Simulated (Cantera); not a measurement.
Mixture: CH₄ : C₂H₆ : C₃H₈ : O₂ : N₂ : H₂O = 1 : 0.035 : 0.65 : 4.48 : 16.8 : 5.5 (molar parts), at 5.00 bar, adiabatic and at constant pressure. Ignition delay is the time to a rise of 400 K.

Model: GRI-Mech 3.0 (53 species, 325 reactions), integrated in Cantera. GRI-Mech 3.0 was tuned for natural gas; its chemistry of propane as a main component is partial and can be far from experiment.

Task: What does this change do: pressure from 5.00 bar to 4.30 bar?

Result: 
```csv
quantity,before,after
delay at 1098 K,18.1 ms,21.0 ms
delay at 1173 K,4.98 ms,5.65 ms
delay at 1248 K,1.43 ms,1.59 ms
delay at 1323 K,0.453 ms,0.500 ms
delay at 1398 K,0.164 ms,0.180 ms
delay at 1473 K,68.4 µs,75.1 µs
delay at 1548 K,32.5 µs,35.8 µs
apparent activation energy between 1398 and 1548 K,190 kJ/mol,190 kJ/mol
```

Task: What does this change do: constant volume in place of constant pressure?

Result: 
```tsv
quantity	before	after
delay at 1098 K	18.1 ms	17.5 ms
delay at 1173 K	4.98 ms	4.74 ms
delay at 1248 K	1.43 ms	1.34 ms
delay at 1323 K	0.453 ms	0.417 ms
delay at 1398 K	0.164 ms	0.149 ms
delay at 1473 K	68.4 µs	61.0 µs
delay at 1548 K	32.5 µs	28.6 µs
apparent activation energy between 1398 and 1548 K	190 kJ/mol	200 kJ/mol
```
